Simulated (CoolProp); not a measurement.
CF4 (R14) along the isobar 5.31 MPa: Z from the reference equation and from simpler models built on Tc = 227.4 K, pc = 3.762 MPa, ω = 0.178; each cubic takes its own stable root.

Model: reference Helmholtz-energy equation of state, Platzer 1990, in CoolProp. This equation is an older, rougher fit; its heat capacities, sound speeds and derivatives of the liquid may be far off and weren't checked against measurements.

```json
[
 {"T (K)": "187.1", "phase": "liquid", "reference": "0.2165", "van der Waals": "0.3169", "Redlich-Kwong": "0.2301", "Soave-Redlich-Kwong": "0.2244", "Peng-Robinson": "0.1987"},
 {"T (K)": "211.4", "phase": "liquid", "reference": "0.2208", "van der Waals": "0.3172", "Redlich-Kwong": "0.2436", "Soave-Redlich-Kwong": "0.2387", "Peng-Robinson": "0.2124"},
 {"T (K)": "235.6", "phase": "supercritical", "reference": "0.2914", "van der Waals": "0.3578", "Redlich-Kwong": "0.3238", "Soave-Redlich-Kwong": "0.3369", "Peng-Robinson": "0.3100"},
 {"T (K)": "259.9", "phase": "supercritical", "reference": "0.6334", "van der Waals": "0.5735", "Redlich-Kwong": "0.6103", "Soave-Redlich-Kwong": "0.6483", "Peng-Robinson": "0.6159"},
 {"T (K)": "284.2", "phase": "supercritical", "reference": "0.7636", "van der Waals": "0.7119", "Redlich-Kwong": "0.7400", "Soave-Redlich-Kwong": "0.7779", "Peng-Robinson": "0.7462"},
 {"T (K)": "308.4", "phase": "supercritical", "reference": "0.8361", "van der Waals": "0.7866", "Redlich-Kwong": "0.8129", "Soave-Redlich-Kwong": "0.8513", "Peng-Robinson": "0.8216"},
 {"T (K)": "332.7", "phase": "supercritical", "reference": "0.8840", "van der Waals": "0.8358", "Redlich-Kwong": "0.8608", "Soave-Redlich-Kwong": "0.8993", "Peng-Robinson": "0.8718"},
 {"T (K)": "357", "phase": "supercritical", "reference": "0.9179", "van der Waals": "0.8707", "Redlich-Kwong": "0.8945", "Soave-Redlich-Kwong": "0.9326", "Peng-Robinson": "0.9071"},
 {"T (K)": "381.2", "phase": "supercritical", "reference": "0.9430", "van der Waals": "0.8967", "Redlich-Kwong": "0.9191", "Soave-Redlich-Kwong": "0.9565", "Peng-Robinson": "0.9329"},
 {"T (K)": "405.5", "phase": "supercritical", "reference": "0.9623", "van der Waals": "0.9167", "Redlich-Kwong": "0.9377", "Soave-Redlich-Kwong": "0.9743", "Peng-Robinson": "0.9524"},
 {"T (K)": "429.8", "phase": "supercritical", "reference": "0.9773", "van der Waals": "0.9325", "Redlich-Kwong": "0.9521", "Soave-Redlich-Kwong": "0.9876", "Peng-Robinson": "0.9674"},
 {"T (K)": "454.1", "phase": "supercritical", "reference": "0.9893", "van der Waals": "0.9451", "Redlich-Kwong": "0.9634", "Soave-Redlich-Kwong": "0.9978", "Peng-Robinson": "0.9790"}
]
```
